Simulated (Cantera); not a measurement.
Input: 1 mol PbO, 0.31 mol H2, 34 mol N2, held at 975 °C and 0.0750 Torr.

Method: chemical equilibrium by Gibbs-energy minimisation in Cantera with the NASA 1993 tables (ideal gas, pure condensed phases). Candidate condensed phases: H2O, Pb, PbO, PbO2, Pb3O4; 27 gas species. Rates play no part.

Base state: N2 0.960, Pb 0.0151, PbO 0.0132, H2O 0.00875, O2 0.00314, NO 3.76e-5 (mole fractions); condensed: gas only.

**Question.** What changes in the equilibrium state with this change: pressure from 0.0750 Torr to 0.233 Torr?

**Answer.** 
| species | before | after |
|---|---|---|
| N2 | 0.960 | 0.961 |
| PbO | 0.0132 | 0.0155 |
| Pb | 0.0151 | 0.0127 |
| O2 | 0.00314 | 0.00197 |
| NO | 3.76e-5 | 2.98e-5 |
| H2O | 0.00875 | 0.00876 |

**Question.** What changes in the equilibrium state with this change: temperature from 975 °C to 1275 °C?

**Answer.** 
```tsv
species	before	after
N2	0.960	0.955
Pb	0.0151	0.0248
H2O	0.00875	0.00859
PbO	0.0132	0.00325
H	3.38e-8	1.80e-5
O	3.74e-7	6.76e-5
```

**Question.** What changes in the equilibrium state with this change: temperature from 975 °C to 702 °C?

**Answer.** 
| species | before | after |
|---|---|---|
| N2 | 0.960 | 0.981 |
| Pb | 0.0151 | 0.00894 |
| H2O | 0.00875 | 0.00894 |
| PbO | 0.0132 | 0.00130 |
| O2 | 0.00314 | 9.64e-8 |
| NO | 3.76e-5 | 1.78e-8 |
| PbO(yellow), mol | 0 | 0.645 |
